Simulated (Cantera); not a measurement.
**Premixed flame**

A freely propagating, adiabatic, planar premixed flame of CO : H₂ : O₂ : N₂ = 1 : 0.84 : 0.836 : 3.76 (molar parts), equivalence ratio 1.1, unburnt at 700 K and 5.00 bar; mixture-averaged transport, grid criteria slope 0.08 and curve 0.16, no radiation.

Cantera simulation using GRI-Mech 3.0 (53 species, 325 reactions); the numbers are that mechanism's predictions, not measurements. The hydrogen kinetics of GRI-Mech 3.0 are dated; newer H2 mechanisms differ, most at raised pressure. Burning velocities carry a grid error of a few per cent, more on coarse grids.

| z (mm) | T (K) | u (m/s) | x CO | x H₂ | x O₂ | x NO | x NO₂ | x H₂O₂ |
|---|---|---|---|---|---|---|---|---|
| -0.267 | 700 | 3.80 | 0.155 | 0.130 | 0.130 | <1e-8 | <1e-8 | <1e-8 |
| -0.178 | 700 | 3.79 | 0.155 | 0.130 | 0.130 | <1e-8 | <1e-8 | <1e-8 |
| -0.133 | 700 | 3.79 | 0.155 | 0.130 | 0.130 | <1e-8 | <1e-8 | <1e-8 |
| -0.0889 | 700 | 3.79 | 0.156 | 0.128 | 0.130 | <1e-8 | <1e-8 | 1.04e-7 |
| -0.0445 | 723 | 3.86 | 0.158 | 0.115 | 0.131 | <1e-8 | <1e-8 | 1.32e-5 |
| -0.0222 | 923 | 4.83 | 0.157 | 0.0879 | 0.125 | 1.50e-7 | <1e-8 | 6.14e-5 |
| 0 | 1360 | 6.97 | 0.143 | 0.0447 | 0.0930 | 2.07e-6 | <1e-8 | 1.60e-5 |
| 0.0222 | 1687 | 8.53 | 0.118 | 0.0185 | 0.0568 | 8.37e-6 | <1e-8 | 3.21e-6 |
| 0.0445 | 1870 | 9.35 | 0.0970 | 0.0132 | 0.0400 | 1.62e-5 | 1.31e-8 | 1.68e-6 |
| 0.0889 | 2058 | 10.1 | 0.0749 | 0.0127 | 0.0282 | 2.93e-5 | 1.85e-8 | 9.00e-7 |
| 0.178 | 2221 | 10.8 | 0.0617 | 0.0114 | 0.0209 | 4.70e-5 | 2.59e-8 | 5.46e-7 |
| 0.356 | 2348 | 11.3 | 0.0531 | 0.00927 | 0.0156 | 7.20e-5 | 3.68e-8 | 3.70e-7 |
| 0.711 | 2438 | 11.7 | 0.0458 | 0.00755 | 0.0114 | 0.000111 | 5.06e-8 | 2.75e-7 |
x: mole fraction of selected species; z is measured from the peak of heat release.

```json
{
  "laminar_burning_velocity": "380 cm/s",
  "thermal_thickness": "0.0889 mm",
  "peak x(H₂O₂)": "6.17e-5",
  "grid_points": "117"
}
```
